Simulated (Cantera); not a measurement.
Cantera run:

```python
import numpy as np
import cantera as ct

gas_names = [...]  # 110 gases of nasa_gas.yaml made of C, H, O
cond_names = """
    C(gr) C6H6(L) C7H8(L) C8H18(L),n-octa H2O(s) H2O(L)
""".split()


# ... load() reads the species with a 1 bar reference pressure and builds the phases ...
atoms = {
    'acetone': {'C': 3, 'H': 6, 'O': 1},
    'O2': {'O': 2},
    'H2': {'H': 2},
}
top_T = {'C(gr)': 4500}  # K; cautious upper limits of use, not melting points


# ... equilibrate(T, P, feed) seeds the gas with the atoms and calls Mixture.equilibrate('TP', solver="vcs", rtol=1e-11, max_steps=5000) ...
results = []
feed = {'acetone': 1, 'O2': 0.039, 'H2': 2.8}  # mol
T = 1975  # K
P = 940  # Pa
mix = equilibrate(T, P, feed)
results.append((T, P, feed, dict(zip(mix.species_names, mix.species_moles))))
print(gas.report(threshold=0.001))
for i in range(1, mix.n_phases):
    print(f"{mix.phase(i).name:16s} {mix.phase_moles(i):12.5e} mol")
```

Result:

```
       temperature   1975 K
          pressure   940 Pa
           density   0.00034712 kg/m^3
  mean mol. weight   6.0639 kg/kmol
   phase of matter   gas

                          1 kg             1 kmol
                     ---------------   ---------------
          enthalpy         6.304e+06        3.8227e+07  J
   internal energy         3.596e+06        2.1806e+07  J
           entropy             39840        2.4159e+05  J/K
    Gibbs function        -7.238e+07       -4.3891e+08  J
 heat capacity c_p            5655.9             34297  J/K
 heat capacity c_v            4284.8             25983  J/K

                      mass frac. Y      mole frac. X     chem. pot. / RT
                     ---------------   ---------------   ---------------
                CO            0.7193           0.15572           -40.918
                 H         0.0021384          0.012864           -12.146
                H2           0.27623           0.83087           -24.293
     [ +107 minor]         0.0023296        0.00054397

C(gr)             1.91450e+00 mol
```

Method: chemical equilibrium by Gibbs-energy minimisation in Cantera with the NASA 1993 tables (ideal gas, pure condensed phases). The feed counts by its element totals alone.
